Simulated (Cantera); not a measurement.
An adiabatic, constant-pressure homogeneous reactor starts with CH4 : O2 : N2 = 1 : 3.39 : 12.7 (molar parts), equivalence ratio 0.59, at 1800 K and 10.0 bar.

Cantera simulation using GRI-Mech 3.0 (53 species, 325 reactions); the numbers are that mechanism's predictions, not measurements.

One state of this run: T (K) = 2773; x CH4 = <1e-12; x O2 = 0.0705; x H2 = 0.00248; x N2O = 3.35e-6; x CO2 = 0.0498. x: mole fraction; the columns are a selection and need not sum to one.

**Question.** Which value of t (s) does it belong to?
(A) 0.0830
(B) 9.63e-6
(C) 1.00e-6
(D) 3.10e-6

**Answer.** A, 0.0830
